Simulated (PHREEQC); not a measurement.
Make-up at 20 °C: 0.0075 mol/kgw NaOH, 0.015 mol/kgw H3BO3 and 0.038 mol/kgw Na2CO3. Closed to the air; pH follows from the charge balance.

Equilibrium calculation in PHREEQC: ion-association model, wateq4f.dat.

Precipitation was switched off in this run.

Problem. Order these Na species by the share of Na that they hold, largest first: NaCO3-, Na+, NaHCO3.

Solution. Na+ (89 %), NaCO3- (11 %), NaHCO3 (0.22 %)

The pH is 10.56 and the ionic strength 0.0959 mol/kgw.
